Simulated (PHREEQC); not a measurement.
Make-up at 25 °C: 0.002 mol CuCl2, 0.27 mol HNO3 and 0.044 mol KCl per kg of water. Closed to the air; pH follows from the charge balance.

Equilibrium calculation in PHREEQC: ion-association model, phreeqc.dat.

```
quantity               before     after
-------------------  --------  --------
pH                       0.68      1.63
CuCl+ (mol/kgw)       7.06e-5   1.38e-6
CuCl2 (mol/kgw)       7.86e-7   2.50e-9
CuOH+ (mol/kgw)      3.78e-11  5.37e-11
SI of Sylvite (KCl)     -3.91     -5.73
```

Problem. What was changed between the two runs?
(A) KCl from 0.044 to 0.0396 mol/kgw
(B) diluted 10-fold with water
(C) temperature from 25 to 90 °C

Solution. B, diluted 10-fold with water

No solid was allowed to form.
